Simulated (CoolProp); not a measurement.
A closed Brayton cycle with carbon dioxide: compressor inlet 326.15 K and 9.2 MPa, high pressure 18.3 MPa, turbine inlet 740 K, compressor efficiency 0.85, turbine efficiency 0.9, recuperator effectiveness 0.95 (on enthalpy, no pinch check). Each further row changes one setting.

Values from CoolProp's reference Helmholtz-energy equation of state, Span 1996.

```json
[
 {"case": "as stated", "thermal efficiency (%)": "[?]", "net work (kJ/kg)": "51.2", "compressor to turbine work": "0.37", "compressor exit (K)": "379.0", "turbine exit (K)": "661.9"},
 {"case": "turbine inlet 690 K", "thermal efficiency (%)": "28.3", "net work (kJ/kg)": "44.8", "compressor to turbine work": "[?]", "compressor exit (K)": "379.0", "turbine exit (K)": "[?]"},
 {"case": "compressor inlet 336.15 K", "thermal efficiency (%)": "29.6", "net work (kJ/kg)": "46.1", "compressor to turbine work": "0.44", "compressor exit (K)": "394.9", "turbine exit (K)": "661.9"},
 {"case": "high pressure 15.6 MPa", "thermal efficiency (%)": "[?]", "net work (kJ/kg)": "[?]", "compressor to turbine work": "[?]", "compressor exit (K)": "[?]", "turbine exit (K)": "679.7"},
 {"case": "recuperator effectiveness 0.5", "thermal efficiency (%)": "[?]", "net work (kJ/kg)": "51.2", "compressor to turbine work": "0.37", "compressor exit (K)": "379.0", "turbine exit (K)": "661.9"}
]
```

Q: Complete the blanks.

A: 
- as stated, thermal efficiency (%): 30.6
- turbine inlet 690 K, compressor to turbine work: 0.41
- turbine inlet 690 K, turbine exit (K): 614.8
- high pressure 15.6 MPa, thermal efficiency (%): 29.1
- high pressure 15.6 MPa, net work (kJ/kg): 41.1
- high pressure 15.6 MPa, compressor to turbine work: 0.36
- high pressure 15.6 MPa, compressor exit (K): 366.6
- recuperator effectiveness 0.5, thermal efficiency (%): 16.1
